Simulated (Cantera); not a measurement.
Feed: 1 mol C₂F₆, 4.7 mol H₂, at 0.0133 bar.

Equilibrium computed with Cantera from the NASA thermochemical tables; the gas is ideal and each condensed phase is pure. Candidate condensed phases: C, C₆H₆, C₇H₈, C₈H₁₈; 95 gas species. The feed counts by its element totals alone. Rates play no part.

Question: At 2550 K, list the 6 most abundant gas species with their mole fractions, and the condensed phases.

Answer: HF 0.736, H₂ 0.154, H 0.106, C₂H₂ (acetylene) 0.00205, F 0.00120, C₂H 0.000112. Condensed: C(graphite).
